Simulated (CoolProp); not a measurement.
C2F6 (R116) along the isobar 4.19 MPa: density (kg/m³) from the reference equation and from simpler models built on Tc = 19.9 °C, pc = 3.048 MPa, ω = 0.257; each cubic takes its own stable root.

Computed with CoolProp (reference Helmholtz-energy equation of state, Lemmon 2006). It is a short technical equation, of lower accuracy than the large ones.

```tsv
T (°C)	phase	reference	van der Waals	Redlich-Kwong	Soave-Redlich-Kwong	Peng-Robinson
-53.65	liquid	1516	993.0	1401	1452	1640
-24.35	liquid	1367	908.5	1239	1286	1452
5.05	liquid	1165	797.3	1022	1049	1177
34.45	supercritical	627.7	609.4	625.4	561.0	599.7
63.75	supercritical	309.0	343.5	326.3	302.5	317.5
93.15	supercritical	242.0	263.5	254.3	238.4	248.0
122.45	supercritical	206.2	222.8	216.0	203.5	210.5
151.85	supercritical	182.3	195.9	190.5	180.0	185.5
```
